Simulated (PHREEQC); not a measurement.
## Leach liquor

Dissolve 0.0121 mol/kgw HCl, 0.0016 mol/kgw FeSO4 and 0.00018 mol/kgw MnSO4 at 20 °C. It is in equilibrium with CO2 at log p = -3.5 (atm). Otherwise closed; pH follows from the charge balance.

All values are PHREEQC results (Pitzer model, pitzer.dat), not measurements.

The pH is 1.99 and the ionic strength comes out as 0.0180 mol/kgw. The specific conductance comes out as 4320 µS/cm and the osmotic coefficient is 0.945. The total alkalinity is -12.1 meq/kg.

```json
[
 {"species": "Cl-", "molality": "0.0121", "activity": "0.0106", "log γ": "-0.058"},
 {"species": "H+", "molality": "0.0115", "activity": "0.0101", "log γ": "-0.054"},
 {"species": "Fe+2", "molality": "0.00160", "activity": "0.000920", "log γ": "-0.240"},
 {"species": "SO4-2", "molality": "0.00118", "activity": "0.000625", "log γ": "-0.278"},
 {"species": "HSO4-", "molality": "0.000596", "activity": "0.000526", "log γ": "-0.054"},
 {"species": "Mn+2", "molality": "0.000180", "activity": "0.000103", "log γ": "-0.241"},
 {"species": "CO2", "molality": "1.24e-5", "activity": "1.24e-5", "log γ": "0.000"}
]
```

Precipitation was switched off in this run.
